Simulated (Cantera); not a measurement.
Input: 1 mol PH3, 1.9 mol O2, a varied amount of H2, held at 1398 K and 140 Pa.

Cantera equilibrium calculation (NASA polynomials, part measured and part estimated; ideal gas, pure solids and liquids). Candidate condensed phases: H2O, P, P4O10; 17 gas species. Gases not in the tables: HPO2, HPO3 and P4O6. Kinetics and transport are ignored.

Task: At 1.6 mol H2, list the 6 most abundant gas species with their mole fractions, and the condensed phases.

Result: H2O 0.490, H2 0.269, PO2 0.203, PO 0.0333, P2 0.00412, P4O10 0.000256. Condensed: gas only.
